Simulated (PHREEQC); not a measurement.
Dissolve 0.63 mmol/kgw H2SO4, 0.0083 mmol/kgw CuSO4 and 0.78 mmol/kgw MnSO4 at 70 °C. Closed to the air; pH follows from the charge balance.

Model: ion-association model, phreeqc.dat, run in PHREEQC.

The ionic strength comes out as 0.00400 mol/kgw. What activity coefficients do SO4-2, HSO4-, H+, Mn+2, Cu+2 get?

SO4-2 0.74, HSO4- 0.93, H+ 0.93, Mn+2 0.75, Cu+2 0.75.

No solid was allowed to form. Species that the database lacks are ignored. Away from 25 °C the constants follow the database's enthalpies or fits; those with neither stay at their 25 °C values.
